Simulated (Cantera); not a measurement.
Cantera run, input and output.

```python
import numpy as np
import cantera as ct

gas = ct.Solution("h2o2.yaml")
gas.TPX = 975, 13332, {'H2': 0.52, 'O2': 1, 'N2': 1.7}
inlet = ct.Reservoir(gas, clone=True)

reactor = ct.IdealGasConstPressureReactor(gas, energy="off", clone=False)
exhaust = ct.Reservoir(gas, clone=True)
tau = [6.1, 2, 0.62, 0.2, 0.063, 0.02, 0.0063][0]
for a, b in ((inlet, reactor), (reactor, exhaust)):
    ct.MassFlowController(a, b, mdot=lambda t: reactor.mass / tau)
net = ct.ReactorNet([reactor])
show = ['H2', 'O2', 'H', 'OH', 'HO2']

rows = []
print(f"{'tau/s':>10s}{'T/K':>9s}" + "".join(f"{s:>11s}" for s in show))
for tau in [6.1, 2, 0.62, 0.2, 0.063, 0.02, 0.0063]:
    net.initial_time = 0.0
    net.advance(30 * tau)
    before = gas.X
    net.advance(40 * tau)
    drift = np.max(np.abs(gas.X - before) / (gas.X + 1e-9))
    rows.append([gas.T, *gas[show].X, drift])
    print(f"{tau:10.3e}{gas.T:9.1f}" + "".join(f"{x:11.3e}" for x in gas[show].X))
```

Result:

```
     tau/s      T/K         H2         O2          H         OH        HO2
 6.100e+00    975.0  4.215e-04  2.501e-01  1.459e-06  3.395e-05  7.883e-06
 2.000e+00    975.0  8.386e-04  2.503e-01  4.442e-06  5.098e-05  1.280e-05
 6.200e-01    975.0  1.636e-03  2.505e-01  1.428e-05  8.253e-05  1.953e-05
 2.000e-01    975.0  2.996e-03  2.510e-01  4.400e-05  1.372e-04  2.722e-05
 6.300e-02    975.0  5.402e-03  2.517e-01  1.381e-04  2.369e-04  3.552e-05
 2.000e-02    975.0  9.532e-03  2.531e-01  4.258e-04  4.114e-04  4.306e-05
 6.300e-03    975.0  1.668e-02  2.554e-01  1.296e-03  7.098e-04  4.870e-05
```

Computed with Cantera and the H2/O2 subset of GRI-Mech 3.0, which has no nitrogen chemistry. Radical loss at walls, strong at low pressure, is not modelled. The temperature is held fixed by assumption; the heat of reaction is taken as removed at once.
